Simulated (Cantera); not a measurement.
A closed system holds: 1 mol SiF4, 0.12 mol C3H8, 180 mol H2, held at 100000 Pa.

Method: chemical equilibrium by Gibbs-energy minimisation in Cantera with the NASA 1993 tables (ideal gas, pure condensed phases). Candidate condensed phases: C, C6H6, C7H8, C8H18, Si, SiC; 113 gas species. Rates play no part.

Q: What share of the Si ends up in condensed phases as a function of T (°C), at 800, 850, 900, 950, 1000, 1050, 1100, 1150, 1200, 1250, 1300?

A: 
| T (°C) | Si condensed (%) | as |
|---|---|---|
| 800 | 0.0 | - |
| 850 | 0.0 | - |
| 900 | 0.0 | - |
| 950 | 0.0 | - |
| 1000 | 0.0 | - |
| 1050 | 0.0 | - |
| 1100 | 0.6 | SiC(s) |
| 1150 | 2.6 | SiC(s) |
| 1200 | 5.2 | SiC(s) |
| 1250 | 8.4 | SiC(s) |
| 1300 | 12.1 | SiC(s) |
